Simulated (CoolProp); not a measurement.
Values from CoolProp's reference Helmholtz-energy equation of state, Guder 2009.

Task: Give the vapour pressure (MPa), enthalpy of vaporisation (kJ/kg), liquid cp (kJ/(kg K)), vapour Z of saturated sulfur hexafluoride at 24.15 °C.

Result: 
```json
[
 {"T (°C)": "24.15", "p (MPa)": "2.32", "enthalpy of vaporisation (kJ/kg)": "62.5", "liquid cp (kJ/(kg K))": "1.31", "vapour Z": "0.627"}
]
```
